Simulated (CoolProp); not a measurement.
Vapour-liquid equilibrium of R1234yf (1) + R134a (2) at 303.4 K; x and y are mole fractions of (1).

Values from CoolProp's multi-fluid Helmholtz-energy mixture model, Lemmon 2022 and Tillner-Roth 1994; pair parameters Bell 2022.

```json
[
 {"x": "0.05", "bubble pressure, mixture model (kPa)": "784.5", "bubble pressure, Raoult's law (kPa)": "776.4", "y, mixture model": "0.058", "y, Raoult's law": "0.051"},
 {"x": "0.2", "bubble pressure, mixture model (kPa)": "…", "bubble pressure, Raoult's law (kPa)": "778.4", "y, mixture model": "0.218", "y, Raoult's law": "0.203"},
 {"x": "0.35", "bubble pressure, mixture model (kPa)": "817.2", "bubble pressure, Raoult's law (kPa)": "780.4", "y, mixture model": "0.364", "y, Raoult's law": "0.354"},
 {"x": "0.5", "bubble pressure, mixture model (kPa)": "822.3", "bubble pressure, Raoult's law (kPa)": "782.3", "y, mixture model": "…", "y, Raoult's law": "0.504"},
 {"x": "0.65", "bubble pressure, mixture model (kPa)": "…", "bubble pressure, Raoult's law (kPa)": "784.3", "y, mixture model": "0.642", "y, Raoult's law": "0.654"},
 {"x": "0.8", "bubble pressure, mixture model (kPa)": "812.1", "bubble pressure, Raoult's law (kPa)": "786.3", "y, mixture model": "0.787", "y, Raoult's law": "0.803"},
 {"x": "0.95", "bubble pressure, mixture model (kPa)": "796.1", "bubble pressure, Raoult's law (kPa)": "788.3", "y, mixture model": "0.944", "y, Raoult's law": "0.951"}
]
```

Task: Fill in the missing entries.

Result: 
- 0.2, bubble pressure, mixture model (kPa): 804.8
- 0.5, y, mixture model: 0.503
- 0.65, bubble pressure, mixture model (kPa): 820.7

The largest gap from Raoult's law is +5.1 % in bubble pressure, at x = 0.5. y crosses x between x = 0.5 and 0.65: the model has an azeotrope there.

Pair parameters are fitted to limited data, so mixtures are less certain than the pure fluids.
